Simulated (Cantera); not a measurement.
Fe3O4 + C + CO (carbothermic reduction)

Charge: 1 mol Fe3O4, 2.3 mol C, 0.49 mol CO, at 2.50 mbar.

Cantera equilibrium calculation (NASA polynomials, part measured and part estimated; ideal gas, pure solids and liquids). Candidate condensed phases: C, Fe, Fe(CO)5, FeO, Fe2O3, Fe3O4; 15 gas species. Each liquid is taken as pure. Mutual solubility and eutectic melting of coexisting phases are not modelled. The tables' stoichiometric FeO is somewhat more stable than real wüstite, so its field is too wide. FeO: taken at fixed stoichiometry. Equilibrium is a limit: real reactors are often held back by kinetics, nucleation or transport.

```json
[
 {"T (K)": "1425", "x CO": "0.855", "x Fe": "1.12e-5", "x CO2": "0.145", "x FeO": "1.23e-8", "x O": "1.41e-10", "x O2": "2.59e-11", "n Fe(γ)": "1.71", "n FeO(s)": "1.29", "n Fe(δ)": "0", "n FeO(l)": "0", "n Fe(l)": "0"},
 {"T (K)": "1575", "x CO": "0.866", "x Fe": "0.000273", "x CO2": "0.134", "x FeO": "6.64e-7", "x O": "9.45e-9", "x O2": "1.95e-9", "n Fe(γ)": "1.67", "n FeO(s)": "1.33", "n Fe(δ)": "0", "n FeO(l)": "0", "n Fe(l)": "0"},
 {"T (K)": "1725", "x CO": "0.880", "x Fe": "0.00377", "x CO2": "0.116", "x FeO": "1.62e-5", "x O": "2.81e-7", "x O2": "5.85e-8", "n Fe(γ)": "0", "n FeO(s)": "0", "n Fe(δ)": "1.62", "n FeO(l)": "1.37", "n Fe(l)": "0"},
 {"T (K)": "1875", "x CO": "0.870", "x Fe": "0.0325", "x CO2": "0.0973", "x FeO": "0.000216", "x O": "4.66e-6", "x O2": "9.40e-7", "n Fe(γ)": "0", "n FeO(s)": "0", "n Fe(δ)": "0", "n FeO(l)": "1.42", "n Fe(l)": "1.49"},
 {"T (K)": "2025", "x CO": "0.732", "x Fe": "0.192", "x CO2": "0.0737", "x FeO": "0.00192", "x O": "5.30e-5", "x O2": "1.07e-5", "n Fe(γ)": "0", "n FeO(s)": "0", "n Fe(δ)": "0", "n FeO(l)": "1.44", "n Fe(l)": "0.889"},
 {"T (K)": "2175", "x CO": "0.496", "x Fe": "0.386", "x CO2": "0.104", "x FeO": "0.0124", "x O": "0.000981", "x O2": "0.000454", "n Fe(γ)": "0", "n FeO(s)": "0", "n Fe(δ)": "0", "n FeO(l)": "1.15", "n Fe(l)": "0"},
 {"T (K)": "2325", "x CO": "0.298", "x Fe": "0.443", "x CO2": "0.165", "x FeO": "0.0543", "x O": "0.0173", "x O2": "0.0227", "n Fe(γ)": "0", "n FeO(s)": "0", "n Fe(δ)": "0", "n FeO(l)": "0", "n Fe(l)": "0"},
 {"T (K)": "2475", "x CO": "0.337", "x Fe": "0.433", "x CO2": "0.102", "x FeO": "0.0399", "x O": "0.0499", "x O2": "0.0380", "n Fe(γ)": "0", "n FeO(s)": "0", "n Fe(δ)": "0", "n FeO(l)": "0", "n Fe(l)": "0"}
]
```
x: gas mole fraction; n: condensed amount in mol.

From 1425 K to 1575 K the condensed part is Fe(γ) + FeO(s). At 1725 K the condensed part is Fe(δ) + FeO(l). From 1875 K to 2025 K the condensed part is Fe(l) + FeO(l). At 2175 K the condensed part is FeO(l). From 2325 K to 2475 K nothing is condensed. The main Fe-bearing gas is Fe throughout.
